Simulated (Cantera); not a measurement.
A closed system holds: 1 mol MgCO3, 0.95 mol CO2, at 0.100 bar.

Cantera equilibrium calculation (NASA polynomials, part measured and part estimated; ideal gas, pure solids and liquids). Candidate condensed phases: C, Mg, MgCO3, MgO; 15 gas species. Rates play no part.

Problem. Which condensed phases are stable at each of these points (T (K)): 550, 625, 700, 775, 850, 925, 1000, 1075, 1150?

Solution. 
```tsv
T (K)	condensed phases	Mg condensed (%)
550	MgCO3(s)	100.0
625	MgO(s)	100.0
700	MgO(s)	100.0
775	MgO(s)	100.0
850	MgO(s)	100.0
925	MgO(s)	100.0
1000	MgO(s)	100.0
1075	MgO(s)	100.0
1150	MgO(s)	100.0
```

At 550 K the condensed part is MgCO3(s). From 625 K to 1150 K the condensed part is MgO(s).
